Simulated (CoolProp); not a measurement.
Vapour-liquid equilibrium of hexamethyldisiloxane (MM) (1) + toluene (2) at 340.3 K; x and y are mole fractions of (1).

Computed with CoolProp (multi-fluid Helmholtz-energy mixture model, Thol 2016 and Lemmon 2006; pair parameters Bell 2016).

```json
[
 {"x": "0.05", "bubble pressure (MPa)": "0.02539", "y at the bubble point": "0.085", "dew pressure at overall composition x (MPa)": "0.02500", "liquid density (mol/L)": "8.544"},
 {"x": "0.15", "bubble pressure (MPa)": "0.02715", "y at the bubble point": "0.230", "dew pressure at overall composition x (MPa)": "0.02616", "liquid density (mol/L)": "7.856"},
 {"x": "0.25", "bubble pressure (MPa)": "0.02870", "y at the bubble point": "0.351", "dew pressure at overall composition x (MPa)": "0.02740", "liquid density (mol/L)": "7.253"},
 {"x": "0.35", "bubble pressure (MPa)": "0.03003", "y at the bubble point": "0.454", "dew pressure at overall composition x (MPa)": "0.02868", "liquid density (mol/L)": "6.721"},
 {"x": "0.45", "bubble pressure (MPa)": "0.03117", "y at the bubble point": "0.545", "dew pressure at overall composition x (MPa)": "0.02998", "liquid density (mol/L)": "6.248"},
 {"x": "0.55", "bubble pressure (MPa)": "0.03213", "y at the bubble point": "0.627", "dew pressure at overall composition x (MPa)": "0.03124", "liquid density (mol/L)": "5.826"},
 {"x": "0.65", "bubble pressure (MPa)": "0.03291", "y at the bubble point": "0.705", "dew pressure at overall composition x (MPa)": "0.03237", "liquid density (mol/L)": "5.448"},
 {"x": "0.75", "bubble pressure (MPa)": "0.03352", "y at the bubble point": "0.783", "dew pressure at overall composition x (MPa)": "0.03328", "liquid density (mol/L)": "5.109"},
 {"x": "0.85", "bubble pressure (MPa)": "0.03396", "y at the bubble point": "0.864", "dew pressure at overall composition x (MPa)": "0.03390", "liquid density (mol/L)": "4.802"},
 {"x": "0.95", "bubble pressure (MPa)": "0.03419", "y at the bubble point": "0.952", "dew pressure at overall composition x (MPa)": "0.03419", "liquid density (mol/L)": "4.524"}
]
```

No azeotrope shows between x = 0.05 and 0.95.

Pair parameters are fitted to limited data, so mixtures are less certain than the pure fluids.
